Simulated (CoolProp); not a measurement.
Vapour-liquid equilibrium of R143a (1) + R152A (2) at 0.126 bar; x and y are mole fractions of (1).

Values from CoolProp's multi-fluid Helmholtz-energy mixture model, Lemmon and Jacobsen 2000 and Outcalt 1996; pair parameters Bell 2016.

```json
[
 {"x": "0.05", "bubble temperature, mixture model (K)": "207.7", "bubble temperature, Raoult's law (K)": "208.5", "y, mixture model": "0.207", "y, Raoult's law": "0.163"},
 {"x": "0.125", "bubble temperature, mixture model (K)": "204.5", "bubble temperature, Raoult's law (K)": "206.0", "y, mixture model": "0.410", "y, Raoult's law": "0.352"},
 {"x": "0.2", "bubble temperature, mixture model (K)": "202.0", "bubble temperature, Raoult's law (K)": "203.8", "y, mixture model": "0.543", "y, Raoult's law": "0.493"},
 {"x": "0.275", "bubble temperature, mixture model (K)": "200.0", "bubble temperature, Raoult's law (K)": "201.8", "y, mixture model": "0.636", "y, Raoult's law": "0.601"},
 {"x": "0.35", "bubble temperature, mixture model (K)": "198.4", "bubble temperature, Raoult's law (K)": "200.0", "y, mixture model": "0.706", "y, Raoult's law": "0.685"},
 {"x": "0.425", "bubble temperature, mixture model (K)": "197.0", "bubble temperature, Raoult's law (K)": "198.4", "y, mixture model": "0.760", "y, Raoult's law": "0.753"},
 {"x": "0.5", "bubble temperature, mixture model (K)": "195.8", "bubble temperature, Raoult's law (K)": "197.0", "y, mixture model": "0.805", "y, Raoult's law": "0.807"},
 {"x": "0.575", "bubble temperature, mixture model (K)": "194.7", "bubble temperature, Raoult's law (K)": "195.7", "y, mixture model": "0.843", "y, Raoult's law": "0.852"},
 {"x": "0.65", "bubble temperature, mixture model (K)": "193.8", "bubble temperature, Raoult's law (K)": "194.5", "y, mixture model": "0.877", "y, Raoult's law": "0.889"},
 {"x": "0.725", "bubble temperature, mixture model (K)": "192.9", "bubble temperature, Raoult's law (K)": "193.4", "y, mixture model": "0.906", "y, Raoult's law": "0.920"},
 {"x": "0.8", "bubble temperature, mixture model (K)": "192.0", "bubble temperature, Raoult's law (K)": "192.4", "y, mixture model": "0.934", "y, Raoult's law": "0.946"},
 {"x": "0.875", "bubble temperature, mixture model (K)": "191.2", "bubble temperature, Raoult's law (K)": "191.4", "y, mixture model": "0.960", "y, Raoult's law": "0.969"},
 {"x": "0.95", "bubble temperature, mixture model (K)": "190.5", "bubble temperature, Raoult's law (K)": "190.5", "y, mixture model": "0.984", "y, Raoult's law": "0.988"}
]
```

The largest gap from Raoult's law is -1.8 K in bubble temperature, at x = 0.275. No azeotrope shows between x = 0.05 and 0.95.

The pair parameters rest on a limited set of measurements; away from them the model extrapolates.
